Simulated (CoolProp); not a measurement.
Saturation properties of methane (Tc = 190.6 K, pc = 4.599 MPa, ω = 0.011).

Values from CoolProp's reference Helmholtz-energy equation of state, Setzmann 1991.

```json
[
 {"T (K)": "140.9", "p (MPa)": "0.6715", "vapour Z": "0.8663", "liquid viscosity (µPa s)": "67.1"},
 {"T (K)": "143.3", "p (MPa)": "?", "vapour Z": "0.8548", "liquid viscosity (µPa s)": "64.3"},
 {"T (K)": "145.7", "p (MPa)": "0.8514", "vapour Z": "?", "liquid viscosity (µPa s)": "61.8"},
 {"T (K)": "148.1", "p (MPa)": "0.9533", "vapour Z": "0.8299", "liquid viscosity (µPa s)": "59.3"},
 {"T (K)": "150.5", "p (MPa)": "1.064", "vapour Z": "0.8165", "liquid viscosity (µPa s)": "56.9"},
 {"T (K)": "153", "p (MPa)": "1.188", "vapour Z": "0.8018", "liquid viscosity (µPa s)": "54.5"},
 {"T (K)": "155.4", "p (MPa)": "1.317", "vapour Z": "0.7870", "liquid viscosity (µPa s)": "52.2"},
 {"T (K)": "157.8", "p (MPa)": "?", "vapour Z": "0.7714", "liquid viscosity (µPa s)": "50.0"},
 {"T (K)": "160.2", "p (MPa)": "1.605", "vapour Z": "0.7550", "liquid viscosity (µPa s)": "?"},
 {"T (K)": "162.6", "p (MPa)": "1.764", "vapour Z": "0.7378", "liquid viscosity (µPa s)": "45.8"},
 {"T (K)": "165.1", "p (MPa)": "1.942", "vapour Z": "0.7188", "liquid viscosity (µPa s)": "43.7"},
 {"T (K)": "167.5", "p (MPa)": "2.125", "vapour Z": "?", "liquid viscosity (µPa s)": "41.7"},
 {"T (K)": "169.9", "p (MPa)": "2.320", "vapour Z": "0.6789", "liquid viscosity (µPa s)": "39.7"},
 {"T (K)": "172.3", "p (MPa)": "2.527", "vapour Z": "0.6570", "liquid viscosity (µPa s)": "37.7"}
]
```

Question: Complete the blanks.

Answer: 
- 143.3, p (MPa): 0.7576
- 145.7, vapour Z: 0.8426
- 157.8, p (MPa): 1.456
- 160.2, liquid viscosity (µPa s): 47.9
- 167.5, vapour Z: 0.6995

It boils at 111.7 K under 1 atm.

Viscosity comes from a separate model (Quiñones-Cisneros 2006).
